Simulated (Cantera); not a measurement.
A closed system holds: 1 mol SiH₄, 5.1 mol NO, 160 mol N₂, at 0.100 bar.

Cantera equilibrium calculation (NASA polynomials, part measured and part estimated; ideal gas, pure solids and liquids). Candidate condensed phases: H₂O, Si, SiO₂, Si₂N₂O, Si₃N₄; 35 gas species. The tables hold silica as quartz up to 1696 K and as liquid above; real silica turns to tridymite and cristobalite and melts near 1996 K. Rates play no part. All values below are at 1500 K.

Base state: N₂ 0.984, H₂O 0.0121, O₂ 0.00324, NO 0.000170, OH 1.71e-5 (mole fractions); condensed: SiO₂(β-quartz).

Question: What changes in the equilibrium state with this change: NO from 5.1 to 0.57 mol?

Answer: 
```
species                before    after
-------------------  --------  -------
N₂                      0.984    0.988
H₂                    1.27e-6   0.0124
SiO                     <1e-9  4.81e-5
H₂O                    0.0121  4.40e-6
O₂                    0.00324    <1e-9
NO                   0.000170    <1e-9
OH                    1.71e-5    <1e-9
SiO₂(β-quartz), mol      1.00   0.0436
Si₂N₂O(s), mol              0    0.474
```
Mutual solubility and eutectic melting of coexisting phases are not modelled.
